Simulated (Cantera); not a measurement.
Input: 1 mol Si3N4, 1.1 mol O2, 100 mol H2, held at 10.0 mbar.

Cantera equilibrium calculation (NASA polynomials, part measured and part estimated; ideal gas, pure solids and liquids). Candidate condensed phases: H2O, Si, SiO2, Si2N2O, Si3N4; 35 gas species. Mutual solubility and eutectic melting of coexisting phases are not modelled. The tables hold silica as quartz up to 1696 K and as liquid above; real silica turns to tridymite and cristobalite and melts near 1996 K. Gases not in the tables: Si2H6 and higher silanes. Kinetics and transport are ignored.

x: gas mole fraction; n: condensed amount in mol.

| T (K) | x H2 | x SiO | x N2 | x H | x Si | x SiH | x H2O | n SiO2(β-quartz) | n Si2N2O(s) | n Si(s) | n Si(l) |
|---|---|---|---|---|---|---|---|---|---|---|---|
| 925 | 0.993 | <1e-12 | 0.00728 | 2.59e-9 | <1e-12 | <1e-12 | 4.11e-6 | 0.466 | 1.27 | 0 | 0 |
| 1000 | 0.993 | 8.12e-12 | 0.00728 | 2.26e-8 | <1e-12 | <1e-12 | 6.20e-6 | 0.466 | 1.27 | 0 | 0 |
| 1075 | 0.993 | 5.83e-10 | 0.00728 | 1.46e-7 | <1e-12 | <1e-12 | 8.81e-6 | 0.466 | 1.27 | 0 | 0 |
| 1150 | 0.993 | 2.38e-8 | 0.00728 | 7.43e-7 | <1e-12 | <1e-12 | 1.19e-5 | 0.466 | 1.27 | 0 | 0 |
| 1225 | 0.993 | 6.11e-7 | 0.00727 | 3.11e-6 | <1e-12 | <1e-12 | 1.55e-5 | 0.466 | 1.27 | 0 | 0 |
| 1300 | 0.993 | 1.07e-5 | 0.00728 | 1.10e-5 | <1e-12 | <1e-12 | 1.95e-5 | 0.465 | 1.27 | 0 | 0 |
| 1375 | 0.992 | 0.000136 | 0.00732 | 3.41e-5 | 4.14e-11 | 2.32e-11 | 2.39e-5 | 0.460 | 1.26 | 0 | 0 |
| 1450 | 0.991 | 0.00131 | 0.00769 | 9.41e-5 | 1.29e-9 | 5.10e-10 | 2.91e-5 | 0.421 | 1.22 | 0 | 0 |
| 1525 | 0.980 | 0.00919 | 0.0102 | 0.000234 | 2.43e-8 | 6.97e-9 | 3.72e-5 | 0.152 | … | 0 | 0 |
| 1600 | 0.974 | 0.0136 | 0.0117 | 0.000537 | 1.54e-6 | 3.31e-7 | 2.67e-6 | 0 | … | 0 | 0 |
| 1675 | 0.959 | 0.0209 | 0.0190 | 0.00114 | 4.34e-5 | 7.14e-6 | 3.97e-7 | 0 | … | 0.771 | 0 |
| 1750 | 0.957 | 0.0211 | 0.0192 | 0.00228 | 0.000150 | 1.94e-5 | 2.95e-7 | 0 | 0 | 0 | 0.780 |
| 1825 | 0.955 | 0.0211 | 0.0191 | 0.00430 | 0.000455 | 4.72e-5 | 2.29e-7 | 0 | 0 | 0 | 0.742 |

Task: Some entries are withheld; supply them.

Result: 
- 1525, n Si2N2O(s): 0.956
- 1600, n Si2N2O(s): 0.800
- 1675, n Si2N2O(s): 0.0221
